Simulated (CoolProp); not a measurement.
Vapour pressure (MPa) of nitrogen: the reference equation beside estimates from Tc = -147.0 °C, pc = 3.396 MPa, ω = 0.037. Clausius-Clapeyron is anchored at -175.85 °C with a constant enthalpy of vaporisation of 4.672 kJ/mol.

The numbers come from the reference Helmholtz-energy equation of state, Span 2000 in CoolProp.

```csv
T (°C),reference,Lee-Kesler,Clausius-Clapeyron,Soave-Redlich-Kwong
-191.25,0.1677,0.1673,0.2168,0.1666
-187.35,0.2470,0.2469,0.2961,0.2464
-183.55,0.3483,0.3484,0.3909,0.3486
-179.65,0.4809,0.4813,0.5078,0.4829
-175.85,0.6422,0.6426,0.6422,0.6467
-171.95,0.8450,0.8451,0.8022,0.8529
-168.15,1.083,1.083,0.9808,1.095
-164.25,1.374,1.373,1.188,1.391
-160.45,1.708,1.705,1.414,1.730
-156.65,2.098,2.094,1.663,2.122
```

Absolute difference from the reference over all 10 rows, mean and median: Lee-Kesler 0.1 and 0.1 %, Clausius-Clapeyron 13.3 and 12.9 %, Soave-Redlich-Kwong 0.8 and 0.8 %.
